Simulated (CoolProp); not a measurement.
Vapour-liquid equilibrium of R13 (1) + n-butane (2) at -64.55 °C; x and y are mole fractions of (1).

Values from CoolProp's multi-fluid Helmholtz-energy mixture model, Platzer 1990 and Bücker 2006; pair parameters Bell 2016. This equation is an older, rougher fit; its heat capacities, sound speeds and derivatives of the liquid may be far off and weren't checked against measurements.

| x | bubble pressure (kPa) | y at the bubble point | dew pressure at overall composition x (kPa) | liquid density (mol/L) |
|---|---|---|---|---|
| 0.05 | 31.66 | 0.888 | 3.858 | 11.57 |
| 0.15 | 74.39 | 0.955 | 4.310 | 11.80 |
| 0.25 | 104.2 | 0.970 | 4.883 | 12.04 |
| 0.35 | 125.7 | 0.976 | 5.630 | 12.28 |
| 0.45 | 142.2 | 0.981 | 6.648 | 12.52 |
| 0.55 | 156.2 | 0.984 | 8.114 | 12.77 |
| 0.65 | 169.5 | 0.987 | 10.41 | 13.02 |
| 0.75 | 183.5 | 0.990 | 14.51 | 13.27 |
| 0.85 | 199.6 | 0.993 | 23.95 | 13.53 |
| 0.95 | 218.9 | 0.997 | 67.79 | 13.79 |

No azeotrope shows between x = 0.05 and 0.95.

The pair parameters rest on a limited set of measurements; away from them the model extrapolates. With so large a gap from Raoult's law the liquid may split in two, which this calculation doesn't test in full.
